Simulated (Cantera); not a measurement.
A perfectly stirred reactor is fed with CH4 : O2 : N2 : CO2 = 1 : 1.67 : 6.27 : 1.2 (molar parts), at 11.0 bar; it is adiabatic with a 448 K inlet, and is followed from long to short residence time, starting on the burning branch (τ in s: 0.22, 0.076, 0.026, 0.0091, 0.0031, 0.0011, 0.00037, 0.00013, 4.5e-05, 1.5e-05).

Model: GRI-Mech 3.0 (53 species, 325 reactions), integrated in Cantera.

x: mole fraction; the columns are a selection and need not sum to one.

| τ (s) | T (K) | x CH4 | x O2 | x CO2 | x HCO | x C2H6 | x H2O2 | x OH |
|---|---|---|---|---|---|---|---|---|
| 0.22 | 1978 | 5.50e-5 | 6.31e-5 | 0.160 | 1.63e-8 | 3.84e-9 | ? | 9.44e-5 |
| 0.076 | 1977 | 0.000115 | 0.000153 | 0.160 | 2.26e-8 | 2.07e-8 | ? | 0.000111 |
| 0.026 | 1975 | 0.000232 | 0.000373 | 0.160 | 3.65e-8 | 1.05e-7 | ? | 0.000132 |
| 0.0091 | 1970 | 0.000433 | 0.000872 | 0.159 | 6.94e-8 | 4.61e-7 | ? | 0.000160 |
| 0.0031 | 1957 | 0.000780 | 0.00203 | 0.158 | 1.54e-7 | 1.89e-6 | ? | 0.000196 |
| 0.0011 | 1928 | 0.00147 | 0.00472 | 0.156 | 3.48e-7 | 7.92e-6 | ? | 0.000217 |
| 0.00037 | 1784 | 0.00552 | 0.0184 | 0.146 | 8.17e-7 | 0.000109 | ? | 0.000112 |
| 0.00013 | 448 | 0.0986 | 0.165 | 0.118 | <1e-12 | <1e-12 | <1e-12 | <1e-12 |
| 4.5e-5 | 448 | 0.0986 | 0.165 | 0.118 | <1e-12 | <1e-12 | <1e-12 | <1e-12 |
| 1.5e-5 | 448 | 0.0986 | 0.165 | 0.118 | <1e-12 | <1e-12 | <1e-12 | <1e-12 |

### Question
What belongs in the gaps?

### Answer

- 0.22, x H2O2: 4.02e-9
- 0.076, x H2O2: 8.06e-9
- 0.026, x H2O2: 1.84e-8
- 0.0091, x H2O2: 4.49e-8
- 0.0031, x H2O2: 1.19e-7
- 0.0011, x H2O2: 3.23e-7
- 0.00037, x H2O2: 1.40e-6
